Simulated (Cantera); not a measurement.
An isothermal, constant-pressure homogeneous reactor starts with CO : O2 : H2O : N2 = 0.021 : 0.0031 : 0.00044 : 1 (molar parts), equivalence ratio 3.4, at 873 K and 1280 Torr. Integrator tolerance rtol = 1e-08.

Model: GRI-Mech 3.0 (53 species, 325 reactions), integrated in Cantera.

### Question
What does this change do: pressure from 1280 Torr to 173 Torr?

### Answer
```csv
quantity,before,after
x(CO) at 90.0 s,0.0203 (gas-phase equilibrium 0.0141),0.0202 (gas-phase equilibrium 0.0141)
x(O2) at 90.0 s,0.00293 (gas-phase equilibrium <1e-12),0.00286 (gas-phase equilibrium <1e-12)
x(H2O) at 90.0 s,0.000429 (gas-phase equilibrium 6.28e-5),0.000427 (gas-phase equilibrium 6.29e-5)
x(H2) at 90.0 s,1.13e-7 (gas-phase equilibrium 0.000368),2.68e-6 (gas-phase equilibrium 0.000368)
x(NO) at 90.0 s,<1e-12 (gas-phase equilibrium <1e-12),3.52e-12 (gas-phase equilibrium <1e-12)
x(OH) at 90.0 s,1.62e-11 (gas-phase equilibrium <1e-12),2.68e-10 (gas-phase equilibrium <1e-12)
x(N2O) at 90.0 s,1.53e-9 (gas-phase equilibrium <1e-12),7.62e-9 (gas-phase equilibrium <1e-12)
```

### Question
What does this change do: N2 1 to 0.23 parts?

### Answer
| quantity | before | after |
|---|---|---|
| x(CO) at 90.0 s | 0.0203 (gas-phase equilibrium 0.0141) | 0.0790 (gas-phase equilibrium 0.0574) |
| x(O2) at 90.0 s | 0.00293 (gas-phase equilibrium <1e-12) | 0.0104 (gas-phase equilibrium <1e-12) |
| x(H2O) at 90.0 s | 0.000429 (gas-phase equilibrium 6.28e-5) | 0.00173 (gas-phase equilibrium 0.000254) |
| x(H2) at 90.0 s | 1.13e-7 (gas-phase equilibrium 0.000368) | 2.03e-6 (gas-phase equilibrium 0.00149) |
| x(NO) at 90.0 s | <1e-12 (gas-phase equilibrium <1e-12) | <1e-12 (gas-phase equilibrium <1e-12) |
| x(OH) at 90.0 s | 1.62e-11 (gas-phase equilibrium <1e-12) | 6.25e-11 (gas-phase equilibrium <1e-12) |
| x(N2O) at 90.0 s | 1.53e-9 (gas-phase equilibrium <1e-12) | 6.30e-9 (gas-phase equilibrium <1e-12) |
